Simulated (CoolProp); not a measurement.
CHF3 (R23) along the isotherm 201.85 °C: density (kg/m³) from the reference equation and from simpler models built on Tc = 26.1 °C, pc = 4.832 MPa, ω = 0.263; each cubic takes its own stable root.

Values from CoolProp's reference Helmholtz-energy equation of state, Penoncello 2003.

```json
[
 {"p (MPa)": "0.0764", "phase": "gas", "reference": "1.356", "van der Waals": "1.356", "Redlich-Kwong": "1.356", "Soave-Redlich-Kwong": "1.355", "Peng-Robinson": "1.356"},
 {"p (MPa)": "0.119", "phase": "gas", "reference": "2.113", "van der Waals": "2.114", "Redlich-Kwong": "2.114", "Soave-Redlich-Kwong": "2.112", "Peng-Robinson": "2.113"},
 {"p (MPa)": "0.185", "phase": "gas", "reference": "3.287", "van der Waals": "3.291", "Redlich-Kwong": "3.290", "Soave-Redlich-Kwong": "3.285", "Peng-Robinson": "3.288"},
 {"p (MPa)": "0.288", "phase": "gas", "reference": "5.124", "van der Waals": "5.133", "Redlich-Kwong": "5.130", "Soave-Redlich-Kwong": "5.120", "Peng-Robinson": "5.126"},
 {"p (MPa)": "0.449", "phase": "gas", "reference": "8.005", "van der Waals": "8.026", "Redlich-Kwong": "8.019", "Soave-Redlich-Kwong": "7.994", "Peng-Robinson": "8.010"},
 {"p (MPa)": "0.699", "phase": "gas", "reference": "12.50", "van der Waals": "12.55", "Redlich-Kwong": "12.54", "Soave-Redlich-Kwong": "12.47", "Peng-Robinson": "12.51"},
 {"p (MPa)": "1.09", "phase": "gas", "reference": "19.59", "van der Waals": "19.72", "Redlich-Kwong": "19.67", "Soave-Redlich-Kwong": "19.52", "Peng-Robinson": "19.61"},
 {"p (MPa)": "1.7", "phase": "gas", "reference": "30.79", "van der Waals": "31.11", "Redlich-Kwong": "30.99", "Soave-Redlich-Kwong": "30.61", "Peng-Robinson": "30.84"},
 {"p (MPa)": "2.64", "phase": "gas", "reference": "48.37", "van der Waals": "___", "Redlich-Kwong": "48.87", "Soave-Redlich-Kwong": "47.92", "Peng-Robinson": "48.46"},
 {"p (MPa)": "4.11", "phase": "gas", "reference": "76.64", "van der Waals": "___", "Redlich-Kwong": "___", "Soave-Redlich-Kwong": "75.45", "Peng-Robinson": "76.73"},
 {"p (MPa)": "6.4", "phase": "supercritical", "reference": "122.5", "van der Waals": "128.5", "Redlich-Kwong": "125.5", "Soave-Redlich-Kwong": "119.2", "Peng-Robinson": "___"},
 {"p (MPa)": "9.96", "phase": "supercritical", "reference": "197.3", "van der Waals": "213.6", "Redlich-Kwong": "204.0", "Soave-Redlich-Kwong": "188.2", "Peng-Robinson": "___"},
 {"p (MPa)": "15.5", "phase": "supercritical", "reference": "___", "van der Waals": "347.8", "Redlich-Kwong": "328.1", "Soave-Redlich-Kwong": "292.7", "Peng-Robinson": "306.6"},
 {"p (MPa)": "24.2", "phase": "supercritical", "reference": "487.2", "van der Waals": "494.7", "Redlich-Kwong": "493.9", "Soave-Redlich-Kwong": "436.3", "Peng-Robinson": "462.4"}
]
```

Q: Fill in the missing entries.

A: 
- 2.64, van der Waals: 49.20
- 4.11, van der Waals: 78.86
- 4.11, Redlich-Kwong: 77.88
- 6.4, Peng-Robinson: 122.2
- 9.96, Peng-Robinson: 194.9
- 15.5, reference: 316.9
